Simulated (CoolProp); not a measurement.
Properties of tetrahydrofuran along the isotherm 523.3 K.

Computed with CoolProp (reference Helmholtz-energy equation of state, Fiedler 2023).

```json
[
 {"p (kPa)": "168", "phase": "gas", "cp (kJ/(kg K))": "1.938", "Joule-Thomson coefficient (K/MPa)": "7.280"},
 {"p (kPa)": "344", "phase": "gas", "cp (kJ/(kg K))": "1.948", "Joule-Thomson coefficient (K/MPa)": "7.426"},
 {"p (kPa)": "707", "phase": "gas", "cp (kJ/(kg K))": "1.971", "Joule-Thomson coefficient (K/MPa)": "7.752"},
 {"p (kPa)": "1450", "phase": "gas", "cp (kJ/(kg K))": "2.032", "Joule-Thomson coefficient (K/MPa)": "8.569"},
 {"p (kPa)": "2980", "phase": "gas", "cp (kJ/(kg K))": "2.312", "Joule-Thomson coefficient (K/MPa)": "11.47"},
 {"p (kPa)": "6130", "phase": "liquid", "cp (kJ/(kg K))": "3.199", "Joule-Thomson coefficient (K/MPa)": "1.164"},
 {"p (kPa)": "12600", "phase": "liquid", "cp (kJ/(kg K))": "2.708", "Joule-Thomson coefficient (K/MPa)": "0.3058"},
 {"p (kPa)": "25800", "phase": "liquid", "cp (kJ/(kg K))": "2.519", "Joule-Thomson coefficient (K/MPa)": "-0.04085"},
 {"p (kPa)": "53000", "phase": "liquid", "cp (kJ/(kg K))": "2.419", "Joule-Thomson coefficient (K/MPa)": "-0.2159"}
]
```
